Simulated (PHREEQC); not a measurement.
Make-up at 87 °C: 82 mmol/kgw CuCl2, 0.68 mmol/kgw HBF4 and 3.2 mmol/kgw Na2SO4. Closed to the air; pH follows from the charge balance.

Model: ion-association model, phreeqc.dat, run in PHREEQC.

This is a speciation only: nothing precipitates in the calculation.

Problem. Order these Cl species by the share of Cl that they hold, largest first: Cl-, CuCl2, CuCl+.

Solution. Cl- (71 %), CuCl+ (26 %), CuCl2 (2.7 %)

The pH is 3.19 and the ionic strength 0.159 mol/kgw. Complexes and solids missing from the database can't appear. At this temperature some constants are extrapolated from 25 °C, and those without enthalpy data are left unchanged. Real BF4- forms and hydrolyses slowly; the run takes it at equilibrium.
